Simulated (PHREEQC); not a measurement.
Solution A (58 mmol/kgw H2SO4 and 0.21 mmol/kgw MnSO4) is mixed with solution B (0.015 mol/kgw NH4Br) at 25 °C; shares are by mass of water, 1 kg in all. The system is closed to oxygen. CO2 from the air is kept out. The run lets Pyrochroite precipitate or redissolve, and no other solid.

Model: ion-association model, wateq4f.dat, run in PHREEQC.

```csv
share of solution B,pH,HSO4- (mol/kgw),Mn+2 (mol/kgw),MnSO4 (mol/kgw)
0,1.22,0.0433,0.000148,6.19e-5
0.1,1.26,0.0381,0.000134,5.53e-5
0.2,1.30,0.0330,0.000119,4.86e-5
0.3,1.35,0.0280,0.000105,4.20e-5
0.4,1.41,0.0232,9.07e-5,3.53e-5
0.5,1.47,0.0184,7.64e-5,2.86e-5
0.6,1.56,0.0138,6.21e-5,2.19e-5
0.7,1.66,0.00937,4.76e-5,1.54e-5
0.8,1.81,0.00533,3.29e-5,9.07e-6
0.9,2.07,0.00190,1.76e-5,3.41e-6
1,5.58,0,0,0
```

Species that the database lacks are ignored.
